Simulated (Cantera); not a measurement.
**trisilylamine + N2 (silicon nitride deposition)**

Input: 1 mol trisilylamine, 1.3 mol N2, equilibrated at 802 °C and 0.630 bar.

Method: chemical equilibrium by Gibbs-energy minimisation in Cantera with the NASA 1993 tables (ideal gas, pure condensed phases). Candidate condensed phases: Si, Si3N4; 18 gas species. The feed counts by its element totals alone. Mutual solubility and eutectic melting of coexisting phases are not modelled. Rates play no part.

| Property | Result |
|---|---|
| x(H2) | 1.00 |
| n(Si(s)) | 0.300 mol |
| n(Si3N4(s)) | 0.900 mol |
| gas amount | 4.500 mol |
